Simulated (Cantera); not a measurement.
**Ammonia decomposition in nitride growth gas**

A perfectly stirred reactor is fed with 80.6 % NH3, 19.4 % N2, at 20.0 Torr; it is held at 1973 K, and followed from long to short residence time.

Cantera simulation using the gas-phase N/H chemistry of the illustrative SiF4/NH3 mechanism in the Surface Chemkin manual (1991); the numbers are that mechanism's predictions, not measurements. Walls and surfaces, which speed up NH3 decomposition in real reactors, are not modelled.

```json
[
 {"τ (s)": "1.5", "x NH3": "0.273", "x NH": "1.35e-5", "x H2": "0.443", "x N2H2": "2.09e-6", "x H": "0.000324"},
 {"τ (s)": "0.64", "x NH3": "0.433", "x NH": "1.52e-5", "x H2": "0.310", "x N2H2": "3.88e-6", "x H": "0.000198"},
 {"τ (s)": "0.27", "x NH3": "0.590", "x NH": "1.55e-5", "x H2": "0.179", "x N2H2": "6.02e-6", "x H": "0.000107"},
 {"τ (s)": "0.12", "x NH3": "0.694", "x NH": "1.43e-5", "x H2": "0.0925", "x N2H2": "7.63e-6", "x H": "5.46e-5"},
 {"τ (s)": "0.050", "x NH3": "0.757", "x NH": "1.21e-5", "x H2": "0.0403", "x N2H2": "8.41e-6", "x H": "2.47e-5"},
 {"τ (s)": "0.021", "x NH3": "0.786", "x NH": "9.71e-6", "x H2": "0.0162", "x N2H2": "8.08e-6", "x H": "1.05e-5"},
 {"τ (s)": "0.0092", "x NH3": "0.798", "x NH": "7.57e-6", "x H2": "0.00604", "x N2H2": "6.59e-6", "x H": "4.27e-6"},
 {"τ (s)": "0.0039", "x NH3": "0.804", "x NH": "4.91e-6", "x H2": "0.00176", "x N2H2": "3.75e-6", "x H": "1.51e-6"},
 {"τ (s)": "0.0017", "x NH3": "0.805", "x NH": "2.12e-6", "x H2": "0.000439", "x N2H2": "1.15e-6", "x H": "6.02e-7"}
]
```
x: mole fraction; the columns are a selection and need not sum to one.
